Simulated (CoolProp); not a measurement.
Vapour pressure (MPa) of tetrahydrofuran: the reference equation beside estimates from Tc = 267.0 °C, pc = 5.304 MPa, ω = 0.234.

Values from CoolProp's reference Helmholtz-energy equation of state, Fiedler 2023.

| T (°C) | reference | Soave-Redlich-Kwong | Peng-Robinson |
|---|---|---|---|
| 8.65 | 0.01004 | … | 0.01023 |
| 40.65 | 0.04130 | … | 0.04129 |
| 72.75 | 0.1258 | 0.1239 | 0.1250 |
| 104.75 | … | 0.3074 | … |
| 136.85 | … | … | 0.6462 |
| 168.85 | … | 1.229 | 1.213 |
| 200.95 | 2.060 | 2.119 | … |
| 232.95 | 3.313 | 3.402 | 3.375 |

Question: Complete the blanks.

Answer: 
- 8.65, Soave-Redlich-Kwong: 0.009636
- 40.65, Soave-Redlich-Kwong: 0.04011
- 104.75, reference: 0.3077
- 104.75, Peng-Robinson: 0.3064
- 136.85, reference: 0.6450
- 136.85, Soave-Redlich-Kwong: 0.6528
- 168.85, reference: 1.202
- 200.95, Peng-Robinson: 2.094

Absolute difference from the reference over all 8 rows, mean and median: Soave-Redlich-Kwong 2.2 and 2.5 %, Peng-Robinson 0.9 and 0.8 %.
